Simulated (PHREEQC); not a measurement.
Consider water at 25 °C with 0.33 mol HF and 0.099 mol NH4HF2 per kg of water. Closed to the air; pH follows from the charge balance.

Model: ion-association model, wateq4f.dat, run in PHREEQC.

Precipitation was switched off in this run.

### Question
Predict the pH, activity of water.

### Answer
pH 2.54; activity of water 0.992.

### Question
In which forms is F present?

### Answer
H2F2 36 %, HF 36 %, HF2- 17 %, F- 11 % of the F.

Species that the database lacks are ignored. wateq4f.dat counts part of the HF as a dimer, H2F2, which phreeqc.dat doesn't know; its constant is uncertain.
